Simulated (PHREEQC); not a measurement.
**Acid rinse or clean: an equilibrium model**

Consider water at 40 °C with 0.036 mol H2SO4 and 0.002 mol ZnSO4 per kg of water. Closed to the air; pH follows from the charge balance.

Computed with PHREEQC (ion-association model, phreeqc.dat).

Each row changes one thing in this solution. This is a speciation only: nothing precipitates in the calculation.

```
case                                  pH  ionic strength (mol/kgw)  HSO4- (mol/kgw)  SO4-2 (mol/kgw)
----------------------------------  ----  ------------------------  ---------------  ---------------
as made                             1.42                    0.0585           0.0274          0.00989
H2SO4 left out                      5.74                   0.00657          3.17e-7          0.00164
ZnSO4 left out                      1.42                    0.0546           0.0267          0.00931
H2SO4 from 0.036 to 0.0324 mol/kgw  1.46                    0.0540           0.0243          0.00943
diluted 2-fold with water           1.68                    0.0330           0.0118          0.00681
H2SO4 from 0.036 to 0.054 mol/kgw   1.27                    0.0805           0.0434           0.0119
```

At this temperature some constants are extrapolated from 25 °C, and those without enthalpy data are left unchanged.
